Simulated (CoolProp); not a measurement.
Vapour-liquid equilibrium of CH2F2 (R32) (1) + R236EA (2) at 0.798 MPa; x and y are mole fractions of (1).

Computed with CoolProp (multi-fluid Helmholtz-energy mixture model, Tillner-Roth 1997 and Rui 2013; pair parameters Bell 2016).

### Question
Give the bubble temperature and the first vapour's composition at x = 0.125, 0.2, 0.725. Is there an azeotrope?

### Answer
x = 0.125: 329.0 K, y = 0.365; x = 0.2: 320.9 K, y = 0.522; x = 0.725: 283.5 K, y = 0.947. No azeotrope shows between x = 0.05 and 0.95.

Pair parameters are fitted to limited data, so mixtures are less certain than the pure fluids.
